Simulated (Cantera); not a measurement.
**Diamond growth**

A diamond (100) surface in a fixed gas of H2 with x(CH4) = 0.016, x(CH3) = 0.0012, at 1250 K, 0.280 bar; coverages are run to steady state.

Computed with Cantera and the Harris–Goodwin 1993 mechanism for the reconstructed diamond (100) surface.

```json
[
 {"x(H)": "0.0001", "growth (µm/h)": "5.01", "θ c6HH": "0.612", "θ c6H*": "0.0271", "θ c6*H": "0.315", "θ c6**": "0.00304", "θ c6HM": "0.0179"},
 {"x(H)": "0.00025", "growth (µm/h)": "15.8", "θ c6HH": "0.502", "θ c6H*": "0.0343", "θ c6*H": "0.400", "θ c6**": "0.00794", "θ c6HM": "0.0241"},
 {"x(H)": "0.00064", "growth (µm/h)": "41.4", "θ c6HH": "0.437", "θ c6H*": "0.0384", "θ c6*H": "0.447", "θ c6**": "0.0161", "θ c6HM": "0.0286"},
 {"x(H)": "0.0016", "growth (µm/h)": "90.7", "θ c6HH": "0.408", "θ c6H*": "0.0404", "θ c6*H": "0.470", "θ c6**": "0.0247", "θ c6HM": "0.0292"},
 {"x(H)": "0.0042", "growth (µm/h)": "175", "θ c6HH": "0.398", "θ c6H*": "0.0418", "θ c6*H": "0.484", "θ c6**": "0.0316", "θ c6HM": "0.0240"},
 {"x(H)": "0.011", "growth (µm/h)": "275", "θ c6HH": "0.398", "θ c6H*": "0.0432", "θ c6*H": "0.495", "θ c6**": "0.0358", "θ c6HM": "0.0151"},
 {"x(H)": "0.027", "growth (µm/h)": "349", "θ c6HH": "0.401", "θ c6H*": "0.0448", "θ c6*H": "0.502", "θ c6**": "0.0380", "θ c6HM": "0.00802"},
 {"x(H)": "0.068", "growth (µm/h)": "397", "θ c6HH": "0.402", "θ c6H*": "0.0476", "θ c6*H": "0.504", "θ c6**": "0.0396", "θ c6HM": "0.00366"},
 {"x(H)": "0.17", "growth (µm/h)": "430", "θ c6HH": "0.402", "θ c6H*": "0.0533", "θ c6*H": "0.500", "θ c6**": "0.0417", "θ c6HM": "0.00160"}
]
```
θ: site fractions in the mechanism's names (c6HH fully hydrogenated, c6H* and c6*H radical sites, c6** diradical, c6HM methylated).
